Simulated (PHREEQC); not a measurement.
# Brine: speciation

Consider water at 20 °C with 2.6 mol HCl, 1.7 mol FeCl2 and 0.28 mol LiCl per kg of water. Closed to the air; pH follows from the charge balance.

Model: Pitzer model, pitzer.dat, run in PHREEQC.

No solid was allowed to form.

**Question.** Estimate the pH, osmotic coefficient.

**Answer.** pH -1.51; osmotic coefficient 1.813.

Complexes and solids missing from the database can't appear. In brines, pH and single-ion activities rest on the MacInnes convention.
